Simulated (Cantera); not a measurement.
Low-pressure radical oxidation in H2/O2

An isothermal, constant-pressure homogeneous reactor starts with 1.09 % H₂, 98.9 % O₂, equivalence ratio 0.0055, at 1450 K and 0.00420 bar.

Cantera simulation using GRI-Mech 3.0 (53 species, 325 reactions); the numbers are that mechanism's predictions, not measurements. Radical loss at walls, strong at low pressure, is not modelled.

```tsv
t (s)	x H₂	x O₂	x O	x H₂O	x H₂O₂	x HO₂	x OH
4.00e-6	0.0109	0.989	2.26e-11	<1e-12	<1e-12	6.18e-10	2.25e-11
1.04e-5	0.0109	0.989	1.47e-10	<1e-12	<1e-12	1.61e-9	1.47e-10
2.71e-5	0.0109	0.989	8.99e-10	1.25e-11	<1e-12	4.19e-9	8.96e-10
7.04e-5	0.0109	0.989	4.83e-9	1.83e-10	<1e-12	1.09e-8	4.79e-9
0.000183	0.0109	0.989	2.11e-8	2.23e-9	4.39e-12	2.83e-8	2.06e-8
0.000477	0.0109	0.989	8.09e-8	2.26e-8	2.84e-11	7.36e-8	7.65e-8
0.00124	0.0109	0.989	3.89e-7	2.41e-7	1.71e-10	1.91e-7	3.51e-7
0.00323	0.0109	0.989	5.35e-6	5.36e-6	8.90e-10	4.91e-7	4.69e-6
0.00839	0.00814	0.987	0.00180	0.00197	2.52e-9	2.47e-7	0.00138
0.0218	4.74e-5	0.979	0.00953	0.00988	2.81e-9	1.19e-7	0.00161
0.0568	4.52e-5	0.979	0.00947	0.00989	2.77e-9	1.18e-7	0.00159
0.148	4.44e-5	0.979	0.00930	0.00990	2.75e-9	1.16e-7	0.00158
0.384	4.25e-5	0.979	0.00886	0.00993	2.71e-9	1.14e-7	0.00154
1.00	3.79e-5	0.980	0.00786	0.0100	2.60e-9	1.07e-7	0.00146
```
x: mole fraction; the columns are a selection and need not sum to one.

Equilibrium at this temperature and pressure: H₂ 1.61e-7, O₂ 0.989, O 3.10e-5, H₂O 0.0109, H₂O₂ 1.08e-10, HO₂ 3.60e-8, OH 9.55e-5 (gas phase only).
